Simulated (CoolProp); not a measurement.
Vapour pressure (bar) of hexamethyldisiloxane (MM): the reference equation beside estimates from Tc = 518.7 K, pc = 19.31 bar, ω = 0.418. Clausius-Clapeyron is anchored at 425 K with a constant enthalpy of vaporisation of 26.35 kJ/mol.

Values from CoolProp's reference Helmholtz-energy equation of state, Thol 2016.

```csv
T (K),reference,Lee-Kesler,Clausius-Clapeyron,van der Waals,Redlich-Kwong,Soave-Redlich-Kwong,Peng-Robinson
374.6,1.041,1.045,1.338,4.531,2.185,1.044,1.042
387.2,1.477,1.486,1.762,5.332,2.840,1.487,1.478
399.8,2.041,2.057,2.280,6.218,3.623,2.062,2.044
412.4,2.756,2.782,2.905,7.194,4.544,2.796,2.765
425,3.648,3.686,3.648,8.261,5.616,3.715,3.669
437.6,4.743,4.794,4.522,9.423,6.849,4.846,4.783
450.2,6.072,6.136,5.538,10.68,8.254,6.218,6.138
462.8,7.669,7.746,6.707,12.04,9.840,7.863,7.768
```

Absolute difference from the reference over all 8 rows, mean and median: Lee-Kesler 0.9 and 1.0 %, Clausius-Clapeyron 11.4 and 10.3 %, van der Waals 165.0 and 143.7 %, Redlich-Kwong 63.4 and 59.4 %, Soave-Redlich-Kwong 1.5 and 1.6 %, Peng-Robinson 0.6 and 0.5 %.
